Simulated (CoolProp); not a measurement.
Vapour pressure (MPa) of ethylene: the reference equation beside estimates from Tc = 9.2 °C, pc = 5.042 MPa, ω = 0.087. Clausius-Clapeyron is anchored at -54.75 °C with a constant enthalpy of vaporisation of 11.07 kJ/mol.

The numbers come from the reference Helmholtz-energy equation of state, Smukala 2000 in CoolProp.

```json
[
 {"T (°C)": "-70.35", "reference": "0.5100", "Lee-Kesler": "0.5103", "Clausius-Clapeyron": "0.5669", "van der Waals": "1.151", "Redlich-Kwong": "0.5458", "Soave-Redlich-Kwong": "0.5108", "Peng-Robinson": "0.5099"},
 {"T (°C)": "-65.15", "reference": "0.6239", "Lee-Kesler": "0.6246", "Clausius-Clapeyron": "0.6680", "van der Waals": "1.305", "Redlich-Kwong": "0.6687", "Soave-Redlich-Kwong": "0.6259", "Peng-Robinson": "0.6235"},
 {"T (°C)": "-59.95", "reference": "0.7554", "Lee-Kesler": "0.7564", "Clausius-Clapeyron": "0.7809", "van der Waals": "1.471", "Redlich-Kwong": "0.8100", "Soave-Redlich-Kwong": "0.7591", "Peng-Robinson": "0.7549"},
 {"T (°C)": "-54.75", "reference": "0.9061", "Lee-Kesler": "0.9073", "Clausius-Clapeyron": "0.9061", "van der Waals": "1.651", "Redlich-Kwong": "0.9710", "Soave-Redlich-Kwong": "0.9119", "Peng-Robinson": "0.9056"},
 {"T (°C)": "-49.55", "reference": "1.078", "Lee-Kesler": "1.079", "Clausius-Clapeyron": "1.044", "van der Waals": "1.844", "Redlich-Kwong": "1.153", "Soave-Redlich-Kwong": "1.086", "Peng-Robinson": "1.077"},
 {"T (°C)": "-44.35", "reference": "1.272", "Lee-Kesler": "1.272", "Clausius-Clapeyron": "1.196", "van der Waals": "2.051", "Redlich-Kwong": "1.358", "Soave-Redlich-Kwong": "1.283", "Peng-Robinson": "1.272"},
 {"T (°C)": "-39.15", "reference": "1.489", "Lee-Kesler": "1.490", "Clausius-Clapeyron": "1.361", "van der Waals": "2.271", "Redlich-Kwong": "1.586", "Soave-Redlich-Kwong": "1.505", "Peng-Robinson": "1.491"},
 {"T (°C)": "-33.95", "reference": "1.733", "Lee-Kesler": "1.733", "Clausius-Clapeyron": "1.540", "van der Waals": "2.506", "Redlich-Kwong": "1.838", "Soave-Redlich-Kwong": "1.753", "Peng-Robinson": "1.736"}
]
```

Absolute difference from the reference over all 8 rows, mean and median: Lee-Kesler 0.1 and 0.1 %, Clausius-Clapeyron 6.3 and 6.5 %, van der Waals 80.2 and 76.6 %, Redlich-Kwong 6.9 and 7.0 %, Soave-Redlich-Kwong 0.7 and 0.7 %, Peng-Robinson 0.1 and 0.1 %.
